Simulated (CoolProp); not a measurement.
n-perfluorobutane along the isotherm 137.05 °C: Z from the reference equation and from simpler models built on Tc = 113.2 °C, pc = 2.322 MPa, ω = 0.372; each cubic takes its own stable root.

Values from CoolProp's reference Helmholtz-energy equation of state, Gao 2022.

| p (MPa) | phase | reference | van der Waals | Redlich-Kwong | Soave-Redlich-Kwong |
|---|---|---|---|---|---|
| 0.249 | gas | 0.9715 | 0.9719 | 0.9688 | 0.9702 |
| 0.498 | gas | 0.9417 | 0.9424 | 0.9363 | 0.9393 |
| 0.746 | gas | 0.9103 | 0.9114 | 0.9027 | 0.9074 |
| 0.995 | gas | 0.8770 | 0.8784 | 0.8673 | 0.8741 |
| 1.24 | gas | 0.8421 | 0.8437 | 0.8306 | 0.8398 |
| 1.49 | gas | 0.8041 | 0.8054 | 0.7909 | 0.8031 |
| 1.74 | gas | 0.7633 | 0.7634 | 0.7484 | 0.7642 |
| 1.99 | gas | 0.7191 | 0.7163 | 0.7022 | 0.7228 |
| 2.24 | gas | 0.6710 | 0.6617 | 0.6512 | 0.6783 |
| 2.49 | supercritical | 0.6183 | 0.5949 | 0.5936 | 0.6300 |
| 2.74 | supercritical | 0.5604 | 0.5055 | 0.5269 | 0.5775 |
| 2.99 | supercritical | 0.4977 | 0.4136 | 0.4530 | 0.5220 |
| 3.23 | supercritical | 0.4380 | 0.3889 | 0.3987 | 0.4720 |
| 3.48 | supercritical | 0.3901 | 0.3885 | 0.3750 | 0.4350 |
